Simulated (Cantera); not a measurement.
A perfectly stirred reactor is fed with CO : O2 : H2O : N2 = 0.0014 : 0.0077 : 0.0053 : 1 (molar parts), at 4.60 bar; it is held at 1125 K, and followed from long to short residence time.

Cantera simulation using GRI-Mech 3.0 (53 species, 325 reactions); the numbers are that mechanism's predictions, not measurements.

Question: Predict: x(CO) at τ = 3.40 s; x(O2) at τ = 3.40 s; x(H2O) at τ = 3.40 s; x(O) at τ = 3.40 s; x(NO) at τ = 3.40 s; x(CO) at τ = 44.0 ms; x(O2) at τ = 44.0 ms; x(H2O) at τ = 44.0 ms; x(O) at τ = 44.0 ms.

Answer: 
```
Item                     Result
---------------------  --------
x(CO) at τ = 3.40 s    0.000140
x(O2) at τ = 3.40 s     0.00697
x(H2O) at τ = 3.40 s    0.00523
x(O) at τ = 3.40 s      4.59e-8
x(NO) at τ = 3.40 s     2.23e-9
x(CO) at τ = 44.0 ms    0.00113
x(O2) at τ = 44.0 ms    0.00747
x(H2O) at τ = 44.0 ms   0.00522
x(O) at τ = 44.0 ms     3.65e-7
```
